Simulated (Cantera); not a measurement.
Premixed flame

A freely propagating, adiabatic, planar premixed flame of H2 : O2 : N2 = 1 : 0.333 : 0.933 (molar parts), unburnt at 573 K and 128 Torr; mixture-averaged transport, grid criteria slope 0.08 and curve 0.16, no radiation.

Computed with Cantera and the H2/O2 subset of GRI-Mech 3.0, which has no nitrogen chemistry. Burning velocities carry a grid error of a few per cent, more on coarse grids.

| z (mm) | T (K) | u (m/s) | x H2 | x O2 | x OH | x H2O | x H2O2 | x HO2 |
|---|---|---|---|---|---|---|---|---|
| -12.1 | 573 | 7.77 | 0.441 | 0.147 | <1e-8 | <1e-8 | <1e-8 | <1e-8 |
| -8.09 | 573 | 7.77 | 0.441 | 0.147 | <1e-8 | <1e-8 | <1e-8 | <1e-8 |
| -6.07 | 573 | 7.77 | 0.441 | 0.147 | <1e-8 | <1e-8 | <1e-8 | <1e-8 |
| -4.05 | 573 | 7.77 | 0.441 | 0.147 | <1e-8 | 1.41e-8 | <1e-8 | 3.58e-7 |
| -2.02 | 581 | 7.87 | 0.440 | 0.147 | 3.26e-5 | 0.000447 | 5.81e-7 | 7.10e-5 |
| -1.01 | 718 | 9.61 | 0.415 | 0.143 | 0.000386 | 0.0120 | 1.17e-6 | 4.73e-5 |
| 0 | 1144 | 14.9 | 0.248 | 0.0874 | 0.00357 | 0.128 | 6.90e-7 | 1.82e-5 |
| 1.01 | 1430 | 18.4 | 0.126 | 0.0182 | 0.00826 | 0.257 | 6.70e-7 | 3.70e-6 |
| 2.02 | 1544 | 19.7 | 0.121 | 0.0110 | 0.0104 | 0.271 | 5.36e-7 | 2.01e-6 |
| 4.05 | 1676 | 21.1 | 0.128 | 0.00943 | 0.0127 | 0.275 | 3.53e-7 | 1.50e-6 |
| 8.09 | 1831 | 22.8 | 0.137 | 0.00781 | 0.0150 | 0.281 | 1.94e-7 | 1.09e-6 |
| 16.2 | 1998 | 24.6 | 0.145 | 0.00601 | 0.0165 | 0.289 | 1.01e-7 | 7.70e-7 |
| 32.4 | 2161 | 26.2 | 0.151 | 0.00425 | 0.0168 | 0.299 | 5.67e-8 | 5.61e-7 |
x: mole fraction of selected species; z is measured from the peak of heat release.

```json
{
 "laminar_burning_velocity": "777 cm/s",
 "thermal_thickness": "4.05 mm",
 "peak x(OH)": "0.0169",
 "peak x(H2O2)": "1.37e-6",
 "peak x(HO2)": "7.30e-5",
 "grid_points": "137"
}
```
